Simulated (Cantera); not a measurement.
Feed: 1 mol Cr2O3, 1.6 mol H2, 20 mol N2, equilibrated at 1477 °C and 0.230 bar.

Equilibrium computed with Cantera from the NASA thermochemical tables; the gas is ideal and each condensed phase is pure. Candidate condensed phases: Cr, CrN, Cr2N, Cr2O3, H2O; 29 gas species. Mutual solubility and eutectic melting of coexisting phases are not modelled. Equilibrium is a limit: real reactors are often held back by kinetics, nucleation or transport.

Base state: N2 0.926, H2 0.0736, H2O 0.000377, Cr 0.000196, H 0.000132 (mole fractions); condensed: Cr(s) + Cr2O3(s).

Question: What changes in the equilibrium state with this change: Cr2O3 replaced by FeS?

Answer: 
```json
[
 {"species": "N2", "before": "0.926", "after": "0.924"},
 {"species": "H2", "before": "0.0736", "after": "0.0722"},
 {"species": "H2S", "before": "0", "after": "0.00154"},
 {"species": "S2", "before": "0", "after": "0.00120"},
 {"species": "Cr", "before": "0.000196", "after": "0"},
 {"species": "Fe", "before": "0", "after": "6.06e-5"},
 {"species": "H2O", "before": "0.000377", "after": "0"},
 {"species": "SH", "before": "0", "after": "0.000353"},
 {"species": "S", "before": "0", "after": "3.54e-5"},
 {"species": "H", "before": "0.000132", "after": "0.000130"},
 {"species": "Cr(s), mol", "before": "0.00119", "after": "0"},
 {"species": "Cr2O3(s), mol", "before": "0.997", "after": "0"},
 {"species": "Fe(δ), mol", "before": "0", "after": "0.0925"},
 {"species": "FeS(l), mol", "before": "0", "after": "0.906"}
]
```
Metal and sulfide melt together well below either melting point, which pure phases cannot show. FeS: taken at fixed stoichiometry. Further candidate phases: Fe, FeS, FeS2, S.

Question: What changes in the equilibrium state with this change: temperature from 1477 °C to 1850 °C?

Answer: 
```
species          before     after
-------------  --------  --------
N2                0.926     0.922
H2               0.0736    0.0678
H2O            0.000377   0.00493
Cr             0.000196   0.00324
OH              3.95e-8   1.75e-5
CrO             4.87e-7  0.000181
H              0.000132   0.00195
Cr(s), mol      0.00119         0
Cr2O3(s), mol     0.997     0.963
```
